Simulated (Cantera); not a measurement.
## Si + F₂ (silicon etching in halogen gases)

Input: 1 mol Si, 5.7 mol F₂, equilibrated at 3300 Pa.

Cantera equilibrium calculation (NASA polynomials, part measured and part estimated; ideal gas, pure solids and liquids). Candidate condensed phases: Si; 9 gas species. Kinetics and transport are ignored.

From 550 °C to 1250 °C nothing is condensed. The main Si-bearing gas is SiF₄ throughout.

| T (°C) | log p F | log p F₂ | log p SiF₄ |
|---|---|---|---|
| 550 | -2.74 | -1.61 | -2.17 |
| 650 | -2.21 | -1.69 | -2.20 |
| 750 | -1.85 | -1.88 | -2.26 |
| 850 | -1.65 | -2.23 | -2.33 |
| 950 | -1.57 | -2.70 | -2.38 |
| 1050 | -1.55 | -3.19 | -2.40 |
| 1150 | -1.54 | -3.64 | -2.40 |
| 1250 | -1.54 | -4.04 | -2.40 |
log p: log10 of the partial pressure in bar; nothing condenses.
